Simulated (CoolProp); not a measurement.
Aqueous potassium formate as a coolant, 30 % by mass, freezing at -21.2 °C, 1 atm.

The numbers come from the Melinder's fits for secondary coolants in CoolProp.

```csv
T (°C),Prandtl number,density (kg/m³),viscosity (mPa s),cp (kJ/(kg K))
-19,31.6,1202,5.06,3.074
-13.1,25.0,1201,4.05,?
-7.2,20.2,1199,3.32,3.096
-1.3,16.7,?,2.77,3.106
4.6,14.1,1195,2.36,3.116
10.5,12.0,1193,2.04,3.126
16.4,10.4,?,1.78,?
22.2,9.16,1189,1.58,3.147
28.1,8.12,1187,1.42,3.157
34,7.25,1184,1.28,3.167
39.9,?,1182,1.16,3.178
```

Question: Complete the blanks.

Answer: 
- -13.1, cp (kJ/(kg K)): 3.085
- -1.3, density (kg/m³): 1197
- 16.4, density (kg/m³): 1191
- 16.4, cp (kJ/(kg K)): 3.137
- 39.9, Prandtl number: 6.51
